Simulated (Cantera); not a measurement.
Charge: 1 mol MgSO4, 4.9 mol CO2, 5.8 mol H2O, held at 0.0825 Torr.

Equilibrium computed with Cantera from the NASA thermochemical tables; the gas is ideal and each condensed phase is pure. Candidate condensed phases: C, C6H6, C7H8, C8H18, H2O, H2SO4, Mg, MgCO3, MgO, Mg(OH)2, MgS, MgSO4, S; 130 gas species. The numbers say what is thermodynamically allowed, not how fast it happens.

log p: log10 of the partial pressure in bar; n: condensed amount in mol.

| T (°C) | log p H2O | log p CO2 | log p SO2 | log p O2 | log p CO | log p OH | log p H2 | n MgO(s) |
|---|---|---|---|---|---|---|---|---|
| 675 | -4.28 | -4.35 | -5.05 | -5.35 | -12.71 | -10.21 | -12.38 | 1.00 |
| 775 | -4.28 | -4.35 | -5.05 | -5.35 | (withheld) | (withheld) | (withheld) | 1.00 |
| 875 | -4.28 | -4.35 | -5.05 | -5.35 | -10.00 | -8.65 | -9.99 | 1.00 |
| 975 | -4.28 | -4.35 | -5.05 | -5.35 | -8.97 | -8.06 | -9.09 | 1.00 |
| 1075 | -4.28 | -4.35 | -5.05 | -5.35 | -8.09 | -7.55 | -8.31 | 1.00 |
| 1175 | -4.28 | -4.36 | -5.05 | -5.34 | (withheld) | (withheld) | (withheld) | 1.000 |
| 1275 | -4.28 | -4.36 | -5.05 | -5.34 | -6.70 | -6.74 | -7.07 | 1.000 |
| 1375 | -4.29 | -4.36 | -5.05 | -5.31 | -6.14 | -6.40 | -6.57 | 1.000 |
| 1475 | -4.30 | -4.38 | -5.05 | -5.25 | -5.68 | -6.10 | -6.16 | 1.000 |
| 1575 | -4.32 | -4.42 | -5.07 | -5.15 | -5.32 | -5.82 | -5.83 | 0.994 |

Some entries are withheld; supply them.


- 1175, log p CO: -7.34
- 1175, log p OH: -7.12
- 1175, log p H2: -7.65
- 775, log p CO: -11.22
- 775, log p OH: -9.36
- 775, log p H2: -11.07
